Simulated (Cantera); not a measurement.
Cantera run:

```python
import numpy as np
import cantera as ct

gas_names = """
    C CH CH2 CH3 CH2OH CH3O CH4 CH3OH CN CO CO2 COOH C2 C2H CHCO,ketyl C2H2,acetylene C2H2,vinylidene
    CH2CO,ketene C2H3,vinyl CH3CN CH3CO,acetyl C2H4 C2H4O,ethylen CH3CHO,ethanal CH3COOH (HCOOH)2 C2H5
    C2H6 CH3OCH3 C2H5OH CCN CNC C2N2 C2O C3 C3H3,propargyl C3H4,allene C3H4,propyne C3H4,cyclo-
    C3H5,allyl C3H6,propylene C3H6,cyclo- C3H6O C3H7,n-propyl C3H7,i-propyl C3H8 C3H8O,1propanol
    C3H8O,2propanol C3O2 C4 C4H2 C4H4,1,3-cyclo- C4H6,butadiene C4H6,2-butyne C4H6,cyclo- C4H8,1-butene
    C4H8,cis2-buten C4H8,tr2-butene C4H8,isobutene C4H8,cyclo- (CH3COOH)2 C4H9,n-butyl C4H9,i-butyl
    C4H9,s-butyl C4H9,t-butyl C4H10,isobutane C4H10,n-butane C4N2 C5 C5H6,1,3cyclo- C5H8,cyclo-
    C5H10,1-pentene C5H10,cyclo- C5H11,pentyl C5H11,t-pentyl C5H12,n-pentane C5H12,i-pentane
    CH3C(CH3)2CH3 C6H2 C6H5,phenyl C6H5O,phenoxy C6H6 C6H5OH,phenol C6H10,cyclo- C6H12,1-hexene
    C6H12,cyclo- C6H13,n-hexyl C7H7,benzyl C7H8 C7H8O,cresol C7H14,1-heptene C7H15,n-heptyl
    C7H16,n-heptane C8H8,styrene C8H10,ethylbenz C8H16,1-octene C8H17,n-octyl C8H18,isooctane
    C8H18,n-octane C9H19,n-nonyl C10H8,naphthale C10H21,n-decyl C12H9,o-bipheny C12H10,bipheny H HCN HCO
    HCCN HNC HNCO HNO HNO2 HNO3 HO2 H2 HCHO,formaldehy HCOOH H2O H2O2 N NCO NH NH2 NH3 NH2OH NO NO2 NO3
    N2 N2H2 N2H4 N2O O OH O2 O3 Si SiC SiC2 SiC4H12 SiH SiH2 SiH3 SiH4 SiN SiO SiO2 Si2 Si2C Si2N Si3
""".split()
cond_names = """
    C(gr) C6H6(L) C7H8(L) C8H18(L),n-octa H2O(s) H2O(L) Si(cr) Si(L) SiC(b) SiO2(Lqz) SiO2(hqz) SiO2(L)
    Si2N2O(s) Si3N4(a)
""".split()


def load(file, names, dense=False):
    # The tables refer to 1 bar. Condensed volumes are neglected.
    table = {s.name: s for s in ct.Species.list_from_file(file)}
    out = []
    for n in names:
        d = dict(table[n].input_data)
        d["thermo"] = dict(d["thermo"], **{"reference-pressure": 1e5})
        if dense:
            d["equation-of-state"] = {"model": "constant-volume", "density": "1e6 g/cm^3"}
        out.append(ct.Species.from_dict(d))
    return out


gas = ct.Solution(thermo="ideal-gas", species=load("nasa_gas.yaml", gas_names))
cond = {s.name: ct.Solution(thermo="fixed-stoichiometry", species=[s], name=s.name)
        for s in load("nasa_condensed.yaml", cond_names, dense=True)}
atoms = {
    'HMDSO': {'Si': 2, 'C': 6, 'H': 18, 'O': 1},
    'O2': {'O': 2},
    'H2': {'H': 2},
    'NO': {'N': 1, 'O': 1},
}
top_T = {'C(gr)': 4500, 'SiC(b)': 3050, 'Si2N2O(s)': 2100, 'Si3N4(a)': 2400}  # K; cautious upper limits of use, not melting points


def equilibrate(T, P, feed):
    n = {}
    for name, mol in feed.items():
        for a, k in atoms[name].items():
            n[a] = n.get(a, 0.0) + k * mol
    gas.TPX = T, P, n
    mass = sum(n.values()) * gas.mean_molecular_weight
    gas.equilibrate("TP")
    valid = [c for c in cond.values() if c.min_temp <= T <= top_T.get(c.name, c.max_temp)]
    mix = ct.Mixture([(gas, mass / gas.mean_molecular_weight)] + [(c, 0.0) for c in valid])
    mix.T, mix.P = T, P
    mix.equilibrate("TP", solver="vcs", rtol=1e-11, max_steps=5000)
    return mix


results = []
feed = {'HMDSO': 1, 'O2': 14, 'H2': 14, 'NO': 0.93}  # mol
P = 5200  # Pa
for T in [673, 823, 973, 1123, 1273, 1423, 1573, 1723, 1873]:
    mix = equilibrate(T, P, feed)
    results.append((T, P, feed, dict(zip(mix.species_names, mix.species_moles))))
    x = sorted(zip(gas.X, gas.species_names), reverse=True)
    print(f"T = {T:g} K  P = {P:g} Pa  gas = {mix.phase_moles(0):.4g} mol")
    print("   x: " + "  ".join(f"{s} {v:.3e}" for v, s in x if v > 0.001))
    print("   condensed (mol): " + ("  ".join(f"{mix.phase(i).name} {mix.phase_moles(i):.4g}"
          for i in range(1, mix.n_phases) if mix.phase_moles(i) > 1e-12) or "none"))
```

Result:

```
T = 673 K  P = 5200 Pa  gas = 28.78 mol
   x: H2O 5.155e-01  H2 2.598e-01  CO2 1.888e-01  N2 1.615e-02  CH4 1.187e-02  CO 7.779e-03
   condensed (mol): SiO2(Lqz) 2
T = 823 K  P = 5200 Pa  gas = 29.46 mol
   x: H2O 5.002e-01  H2 2.804e-01  CO2 1.763e-01  CO 2.732e-02  N2 1.578e-02
   condensed (mol): SiO2(Lqz) 2
T = 973 K  P = 5200 Pa  gas = 29.46 mol
   x: H2O 5.209e-01  H2 2.597e-01  CO2 1.555e-01  CO 4.809e-02  N2 1.578e-02
   condensed (mol): SiO2(hqz) 2
T = 1123 K  P = 5200 Pa  gas = 29.46 mol
   x: H2O 5.396e-01  H2 2.410e-01  CO2 1.368e-01  CO 6.680e-02  N2 1.578e-02
   condensed (mol): SiO2(hqz) 2
T = 1273 K  P = 5200 Pa  gas = 29.47 mol
   x: H2O 5.547e-01  H2 2.258e-01  CO2 1.217e-01  CO 8.198e-02  N2 1.578e-02
   condensed (mol): SiO2(hqz) 2
T = 1423 K  P = 5200 Pa  gas = 29.47 mol
   x: H2O 5.666e-01  H2 2.139e-01  CO2 1.097e-01  CO 9.389e-02  N2 1.578e-02
   condensed (mol): SiO2(hqz) 2
T = 1573 K  P = 5200 Pa  gas = 29.47 mol
   x: H2O 5.759e-01  H2 2.046e-01  CO 1.032e-01  CO2 1.004e-01  N2 1.578e-02
   condensed (mol): SiO2(hqz) 2
T = 1723 K  P = 5200 Pa  gas = 29.47 mol
   x: H2O 5.831e-01  H2 1.971e-01  CO 1.105e-01  CO2 9.309e-02  N2 1.578e-02
   condensed (mol): SiO2(L) 2
T = 1873 K  P = 5200 Pa  gas = 29.49 mol
   x: H2O 5.883e-01  H2 1.908e-01  CO 1.162e-01  CO2 8.726e-02  N2 1.577e-02  H 1.236e-03
   condensed (mol): SiO2(L) 1.998
```

Equilibrium computed with Cantera from the NASA thermochemical tables; the gas is ideal and each condensed phase is pure. The feed counts by its element totals alone. The tables hold silica as quartz up to 1696 K and as liquid above; real silica turns to tridymite and cristobalite and melts near 1996 K. Gases not in the tables: Si(OH)4.
